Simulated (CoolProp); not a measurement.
Properties of cyclopentane along the isobar 0.149 MPa (Tc = 238.6 °C, pc = 4.583 MPa, ω = 0.202).

Values from CoolProp's reference Helmholtz-energy equation of state, Gedanitz 2015.

```tsv
T (°C)	phase	Z	cp (kJ/(kg K))	cv (kJ/(kg K))	fugacity coefficient
115.15	gas	0.9716	1.659	1.525	0.9724
126.75	gas	0.9742	1.713	1.580	0.9748
138.35	gas	0.9765	1.767	1.636	0.9770
149.85	gas	0.9785	1.821	1.690	0.9789
161.45	gas	0.9803	1.874	1.745	0.9806
173.05	gas	0.9819	1.927	1.799	0.9822
184.65	gas	0.9833	1.979	1.852	0.9836
196.25	gas	0.9846	2.031	1.904	0.9848
207.75	gas	0.9858	2.082	1.955	0.9860
219.35	gas	0.9869	2.132	2.006	0.9870
```
